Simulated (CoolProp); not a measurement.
Aqueous ethanol as a coolant, 18 % by mass, freezing at -9.5 °C, 1 atm.

The numbers come from the Melinder's fits for secondary coolants in CoolProp.

```json
[
 {"T (°C)": "-0.4", "Prandtl number": "47.7", "density (kg/m³)": "977.6", "cp (kJ/(kg K))": "4.394", "conductivity (W/(m K))": "0.458"},
 {"T (°C)": "5.3", "Prandtl number": "35.2", "density (kg/m³)": "976.4", "cp (kJ/(kg K))": "4.378", "conductivity (W/(m K))": "0.464"},
 {"T (°C)": "11.1", "Prandtl number": "26.7", "density (kg/m³)": "974.7", "cp (kJ/(kg K))": "4.360", "conductivity (W/(m K))": "0.469"},
 {"T (°C)": "16.8", "Prandtl number": "21.0", "density (kg/m³)": "972.8", "cp (kJ/(kg K))": "4.344", "conductivity (W/(m K))": "0.475"},
 {"T (°C)": "22.6", "Prandtl number": "16.8", "density (kg/m³)": "970.5", "cp (kJ/(kg K))": "4.330", "conductivity (W/(m K))": "0.481"},
 {"T (°C)": "28.4", "Prandtl number": "13.8", "density (kg/m³)": "967.9", "cp (kJ/(kg K))": "4.320", "conductivity (W/(m K))": "0.486"},
 {"T (°C)": "34.1", "Prandtl number": "11.5", "density (kg/m³)": "965.1", "cp (kJ/(kg K))": "4.315", "conductivity (W/(m K))": "0.492"},
 {"T (°C)": "39.9", "Prandtl number": "9.68", "density (kg/m³)": "962.1", "cp (kJ/(kg K))": "4.318", "conductivity (W/(m K))": "0.497"}
]
```
